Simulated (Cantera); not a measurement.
# SiCl₄ + H₂ (chlorosilane synthesis and conversion)

Charge: 1 mol SiCl₄, 1.5 mol H₂, equilibrated at 0.133 bar.

Method: chemical equilibrium by Gibbs-energy minimisation in Cantera with the NASA 1993 tables (ideal gas, pure condensed phases). Candidate condensed phases: Si; 19 gas species. The tables' values for SiCl₃ are old estimates; treat these amounts as uncertain. Kinetics and transport are ignored.

From 300 °C to 625 °C nothing is condensed. The main Si-bearing gas is SiCl₄ throughout.

```json
[
 {"T (°C)": "300", "x H₂": "0.598", "x SiCl₄": "0.398", "x HCl": "0.00183", "x SiHCl₃": "0.00183", "x SiCl₃": "7.47e-9", "x SiH₂Cl₂": "3.87e-7", "x SiCl₂": "<1e-12", "x SiH₃Cl": "1.54e-11"},
 {"T (°C)": "325", "x H₂": "0.598", "x SiCl₄": "0.398", "x HCl": "0.00250", "x SiHCl₃": "0.00249", "x SiCl₃": "2.61e-8", "x SiH₂Cl₂": "7.80e-7", "x SiCl₂": "2.49e-12", "x SiH₃Cl": "4.75e-11"},
 {"T (°C)": "350", "x H₂": "0.597", "x SiCl₄": "0.397", "x HCl": "0.00331", "x SiHCl₃": "0.00331", "x SiCl₃": "8.25e-8", "x SiH₂Cl₂": "1.48e-6", "x SiCl₂": "1.66e-11", "x SiH₃Cl": "1.33e-10"},
 {"T (°C)": "375", "x H₂": "0.596", "x SiCl₄": "0.396", "x HCl": "0.00429", "x SiHCl₃": "0.00429", "x SiCl₃": "2.38e-7", "x SiH₂Cl₂": "2.68e-6", "x SiCl₂": "9.49e-11", "x SiH₃Cl": "3.43e-10"},
 {"T (°C)": "400", "x H₂": "0.595", "x SiCl₄": "0.395", "x HCl": "0.00545", "x SiHCl₃": "0.00544", "x SiCl₃": "6.35e-7", "x SiH₂Cl₂": "4.62e-6", "x SiCl₂": "4.77e-10", "x SiH₃Cl": "8.23e-10"},
 {"T (°C)": "425", "x H₂": "0.593", "x SiCl₄": "0.393", "x HCl": "0.00680", "x SiHCl₃": "0.00678", "x SiCl₃": "1.58e-6", "x SiH₂Cl₂": "7.65e-6", "x SiCl₂": "2.13e-9", "x SiH₃Cl": "1.85e-9"},
 {"T (°C)": "450", "x H₂": "0.592", "x SiCl₄": "0.392", "x HCl": "0.00834", "x SiHCl₃": "0.00831", "x SiCl₃": "3.67e-6", "x SiH₂Cl₂": "1.22e-5", "x SiCl₂": "8.58e-9", "x SiH₃Cl": "3.92e-9"},
 {"T (°C)": "475", "x H₂": "0.590", "x SiCl₄": "0.390", "x HCl": "0.0101", "x SiHCl₃": "0.0100", "x SiCl₃": "8.06e-6", "x SiH₂Cl₂": "1.89e-5", "x SiCl₂": "3.14e-8", "x SiH₃Cl": "7.89e-9"},
 {"T (°C)": "500", "x H₂": "0.588", "x SiCl₄": "0.388", "x HCl": "0.0120", "x SiHCl₃": "0.0119", "x SiCl₃": "1.68e-5", "x SiH₂Cl₂": "2.83e-5", "x SiCl₂": "1.06e-7", "x SiH₃Cl": "1.51e-8"},
 {"T (°C)": "525", "x H₂": "0.586", "x SiCl₄": "0.386", "x HCl": "0.0142", "x SiHCl₃": "0.0141", "x SiCl₃": "3.34e-5", "x SiH₂Cl₂": "4.12e-5", "x SiCl₂": "3.28e-7", "x SiH₃Cl": "2.78e-8"},
 {"T (°C)": "550", "x H₂": "0.583", "x SiCl₄": "0.384", "x HCl": "0.0165", "x SiHCl₃": "0.0163", "x SiCl₃": "6.37e-5", "x SiH₂Cl₂": "5.86e-5", "x SiCl₂": "9.51e-7", "x SiH₃Cl": "4.91e-8"},
 {"T (°C)": "575", "x H₂": "0.581", "x SiCl₄": "0.381", "x HCl": "0.0191", "x SiHCl₃": "0.0188", "x SiCl₃": "0.000117", "x SiH₂Cl₂": "8.14e-5", "x SiCl₂": "2.58e-6", "x SiH₃Cl": "8.35e-8"},
 {"T (°C)": "600", "x H₂": "0.578", "x SiCl₄": "0.378", "x HCl": "0.0219", "x SiHCl₃": "0.0214", "x SiCl₃": "0.000206", "x SiH₂Cl₂": "0.000111", "x SiCl₂": "6.60e-6", "x SiH₃Cl": "1.37e-7"},
 {"T (°C)": "625", "x H₂": "0.575", "x SiCl₄": "0.375", "x HCl": "0.0249", "x SiHCl₃": "0.0242", "x SiCl₃": "0.000352", "x SiH₂Cl₂": "0.000147", "x SiCl₂": "1.59e-5", "x SiH₃Cl": "2.19e-7"}
]
```
x: gas mole fraction; nothing condenses.
